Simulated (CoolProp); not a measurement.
A closed Brayton cycle with carbon dioxide: compressor inlet 314.15 K and 10 MPa, high pressure 22.9 MPa, turbine inlet 725 K, compressor efficiency 0.89, turbine efficiency 0.9, recuperator effectiveness 0.95 (on enthalpy, no pinch check). Each further row changes one setting.

Values from CoolProp's reference Helmholtz-energy equation of state, Span 1996.

| case | thermal efficiency (%) | net work (kJ/kg) | compressor to turbine work | compressor exit (K) | turbine exit (K) |
|---|---|---|---|---|---|
| as stated | [?] | 73.3 | 0.23 | 342.8 | 631.8 |
| turbine inlet 675 K | 30.9 | [?] | 0.25 | 342.8 | 585.2 |
| compressor inlet 324.15 K | 31.9 | 63.6 | [?] | 377.1 | 631.8 |
| high pressure 19.5 MPa | [?] | 61.5 | 0.21 | 336.8 | 649.6 |
| recuperator effectiveness 0.5 | 18.9 | 73.3 | 0.23 | 342.8 | 631.8 |

What belongs in the gaps?


- as stated, thermal efficiency (%): 33.0
- turbine inlet 675 K, net work (kJ/kg): 65.4
- compressor inlet 324.15 K, compressor to turbine work: 0.33
- high pressure 19.5 MPa, thermal efficiency (%): 31.1
